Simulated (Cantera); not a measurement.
**Thermodynamics of chemical vapour transport, feed Fe₂O₃ + H₂O + O₂**

Charge: 1 mol Fe₂O₃, 1.8 mol H₂O, 1.2 mol O₂, held at 375 Torr.

Cantera equilibrium calculation (NASA polynomials, part measured and part estimated; ideal gas, pure solids and liquids). Candidate condensed phases: Fe, FeO, Fe(OH)₂, Fe(OH)₃, Fe₂O₃, Fe₃O₄, H₂O; 12 gas species. Equilibrium is a limit: real reactors are often held back by kinetics, nucleation or transport.

```
T (K)  x H₂O   x O₂      x OH       x O      x H₂  x Fe(OH)₂     x HO₂  n Fe₂O₃(s)  n Fe₃O₄(s)
-----  -----  -----  --------  --------  --------  ---------  --------  ----------  ----------
773    0.600  0.400   1.27e-9    <1e-12    <1e-12     <1e-12  2.85e-11        1.00           0
873    0.600  0.400   2.29e-8  1.70e-12  1.55e-12     <1e-12  3.05e-10        1.00           0
973    0.600  0.400   2.29e-7  6.05e-11  5.13e-11     <1e-12   2.00e-9        1.00           0
1073   0.600  0.400   1.49e-6   1.11e-9  8.93e-10   1.83e-11   9.26e-9        1.00           0
1173   0.600  0.400   7.04e-6   1.25e-8   9.60e-9   3.71e-10   3.30e-8        1.00           0
1273   0.600  0.400   2.61e-5   9.62e-8   7.14e-8    4.67e-9   9.66e-8        1.00           0
1373   0.600  0.400   8.00e-5   5.51e-7   3.97e-7    4.05e-8   2.42e-7        1.00           0
1473   0.600  0.400  0.000211   2.50e-6   1.76e-6    2.61e-7   5.34e-7        1.00           0
1573   0.600  0.400  0.000491   9.34e-6   6.44e-6    1.33e-6   1.07e-6       1.000           0
1673   0.568  0.431   0.00102   3.10e-5   1.85e-5    5.06e-6   2.03e-6           0       0.667
1773   0.567  0.431   0.00198   8.71e-5   5.10e-5    1.53e-5   3.48e-6           0       0.667
```
x: gas mole fraction; n: condensed amount in mol.

From 773 K to 1573 K the condensed part is Fe₂O₃(s). From 1673 K to 1773 K the condensed part is Fe₃O₄(s).
